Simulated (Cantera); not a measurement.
## Equilibrium for boron, boron nitride and boron oxide: BF3 + N2 + H2 + H2O

Charge: 1 mol BF3, 37 mol N2, 24 mol H2, a varied amount of H2O, at 10000 Pa.

Equilibrium computed with Cantera from the NASA thermochemical tables; the gas is ideal and each condensed phase is pure. Candidate condensed phases: B, BN, B2O3, B3O3H3, H2O; 62 gas species. N2 is the only nitrogen source here; it is nearly inert below about 1500 K, so the nitride shown seldom forms there in practice. The tables' values for BF2 are old estimates. Gases not in the tables: H3BO3. Equilibrium is a limit: real reactors are often held back by kinetics, nucleation or transport.

Map the stable condensed phases over T = 948, 998, 1048, 1098, 1148, 1198, 1248, 1298, 1348, 1398, 1448 K and n(H2O) in mol = 0.2, 0.61, 1, 1.4, 1.8, 2.2, 2.6, 3.1, 3.5, 3.9, 4.3, 4.7.


```
T in K \ n(H2O) in mol
          0.2 0.61    1  1.4  1.8  2.2  2.6  3.1  3.5  3.9  4.3  4.7
   1448     A    B    B    B    B    B    B    B    B    B    B    B
   1398     A    B    B    B    B    B    B    B    B    B    B    B
   1348     A    B    B    B    B    B    B    C    C    C    C    C
   1298     A    B    B    C    C    C    C    C    C    C    C    C
   1248     A    B    C    C    C    C    C    C    C    C    C    C
   1198     A    C    C    C    C    C    C    C    C    C    C    C
   1148     A    C    C    C    C    C    C    C    C    C    C    C
   1098     A    C    C    C    C    C    C    C    C    C    C    C
   1048     A    C    C    C    C    C    C    C    C    C    C    C
    998     A    C    C    C    C    C    C    C    C    C    C    C
    948     A    C    C    C    C    C    C    C    C    C    C    C
```
A: BN; B: gas only; C: B2O3.
